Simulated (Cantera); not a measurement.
Cantera run, input and output.

```python
import numpy as np
import cantera as ct

gas = ct.Solution("gri30.yaml")
gas.TPX = 1223, 280000, {'CO': 0.018, 'O2': 0.0024, 'H2O': 0.0024, 'N2': 1}
reactor = ct.IdealGasConstPressureReactor(gas, energy="off", clone=False)
net = ct.ReactorNet([reactor])
net.rtol, net.atol = 1e-08, 1e-18
show = ['CO', 'O2', 'H2O', 'NO', 'CO2', 'H2O2', 'H']
times = np.geomspace(0.0006, 2, 10)

steps = ct.SolutionArray(gas, extra=["t"])
rows = []
print(f"{'t/s':>10s}{'T/K':>9s}{'P/Pa':>11s}" + "".join(f"{s:>11s}" for s in show))
for t in times:
    while net.time < t:
        t_next = net.step()
        steps.append(gas.state, t=t_next)
    rows.append([np.interp(t, steps.t, y) for y in (steps.T, steps.P, *steps(*show).X.T)])
    print(f"{t:10.3e}{rows[-1][0]:9.1f}{rows[-1][1]:11.4g}" + "".join(f"{x:11.3e}" for x in rows[-1][2:]))
rate = np.gradient(steps.T, steps.t)
print("integrator steps:", len(steps.t))
if steps.T.max() > steps.T[0] + 200:
    print(f"time of steepest temperature rise: {steps.t[rate.argmax()]:.4e} s")
gas.TPX = 1223, 280000, {'CO': 0.018, 'O2': 0.0024, 'H2O': 0.0024, 'N2': 1}
gas.equilibrate("TP")
print(f"equilibrium (TP): T = {gas.T:.1f} K  " + "  ".join(f"{s} {gas[s].X[0]:.3e}" for s in show))
```

Result:

```
       t/s      T/K       P/Pa         CO         O2        H2O         NO        CO2       H2O2          H
 6.000e-04   1223.0    2.8e+05  1.760e-02  2.346e-03  2.346e-03  2.750e-16  1.812e-08  1.794e-13  1.891e-09
 1.478e-03   1223.0    2.8e+05  1.760e-02  2.346e-03  2.346e-03  7.136e-15  3.189e-07  6.565e-12  2.914e-08
 3.639e-03   1223.0    2.8e+05  1.748e-02  2.284e-03  2.332e-03  3.835e-10  1.167e-04  1.224e-08  8.944e-06
 8.963e-03   1223.0    2.8e+05  1.222e-02  6.346e-06  1.623e-03  6.236e-07  5.415e-03  4.264e-10  1.824e-04
 2.207e-02   1223.0    2.8e+05  1.193e-02  1.816e-08  1.349e-03  6.087e-07  5.707e-03  1.123e-11  2.805e-05
 5.436e-02   1223.0    2.8e+05  1.184e-02  8.366e-10  1.256e-03  5.674e-07  5.799e-03  1.072e-12  8.709e-06
 1.339e-01   1223.0    2.8e+05  1.179e-02  7.868e-11  1.201e-03  4.828e-07  5.854e-03  1.272e-13  3.061e-06
 3.297e-01   1223.0    2.8e+05  1.175e-02  9.770e-12  1.164e-03  3.582e-07  5.892e-03  1.647e-14  1.124e-06
 8.121e-01   1223.0    2.8e+05  1.172e-02  1.379e-12  1.136e-03  2.350e-07  5.920e-03  2.399e-15  4.367e-07
 2.000e+00   1223.0    2.8e+05  1.170e-02  2.112e-13  1.114e-03  1.418e-07  5.942e-03  3.922e-16  1.792e-07
integrator steps: 1869
equilibrium (TP): T = 1223.0 K  CO 1.160e-02  O2 8.639e-17  H2O 1.016e-03  NO 5.284e-12  CO2 6.040e-03  H2O2 4.634e-19  H 6.611e-09
```

Detailed kinetics in Cantera: GRI-Mech 3.0 (53 species, 325 reactions).
